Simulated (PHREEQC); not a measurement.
**Brine: an equilibrium model**

Solution (25 °C): 1.3 mol LiBr, 0.056 mol CaCl2 and 0.096 mol LiCl per kg of water. Closed to the air; pH follows from the charge balance.

Equilibrium calculation in PHREEQC: ion-association model, phreeqc.dat.

```
Property                  Value
-----------------  ------------
ionic strength     1.56 mol/kgw
activity of water         0.950
density             1.081 g/cm³
```

| species | molality | activity | log γ |
|---|---|---|---|
| Li+ | 1.40 | 0.914 | -0.184 |
| Br- | 1.30 | 0.673 | -0.286 |
| Cl- | 0.208 | 0.123 | -0.229 |
| Ca+2 | 0.0560 | 0.0148 | -0.577 |
| H+ | 1.66e-7 | 1.21e-7 | -0.136 |
| OH- | 1.45e-7 | 7.92e-8 | -0.262 |
| CaOH+ | 2.13e-8 | 1.92e-8 | -0.044 |

This is a speciation only: nothing precipitates in the calculation. The ionic strength is past about 0.7 mol/kgw, beyond the range of this activity model, so the values are rough.
